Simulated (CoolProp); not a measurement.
Properties of n-heptane along the isotherm 326.85 °C.

Model: reference Helmholtz-energy equation of state, Span 2003, in CoolProp. It is a short technical equation, of lower accuracy than the large ones.

```tsv
p (MPa)	phase	density (kg/m³)	cp (kJ/(kg K))	isothermal compressibility (1/MPa)	viscosity (µPa s)	conductivity (mW/(m K))
0.277	gas	5.703	2.887	3.701	11.8	46.2
0.555	gas	11.73	2.909	1.899	11.9	47.2
0.832	gas	18.07	2.933	1.305	12.2	48.2
1.11	gas	24.83	2.962	1.010	12.5	49.2
1.39	gas	32.10	2.995	0.8365	12.8	50.2
1.66	gas	39.61	3.033	0.7278	13.2	51.1
1.94	gas	48.01	3.079	0.6504	13.7	52.1
2.22	gas	57.14	3.134	0.5961	14.4	53.1
2.5	gas	67.13	3.201	0.5577	15.1	54.1
2.77	gas	77.75	3.278	0.5314	15.9	55.0
3.05	supercritical	89.97	3.375	0.5124	16.9	56.1
3.33	supercritical	103.6	3.493	0.4997	18.0	57.1
3.61	supercritical	119.1	3.634	0.4911	19.4	58.2
3.88	supercritical	135.8	3.794	0.4847	21.0	59.3
4.16	supercritical	155.4	3.981	0.4764	22.9	60.4
```

Viscosity comes from a separate model (Michailidou 2014). Thermal conductivity comes from a separate model (Assael 2013).
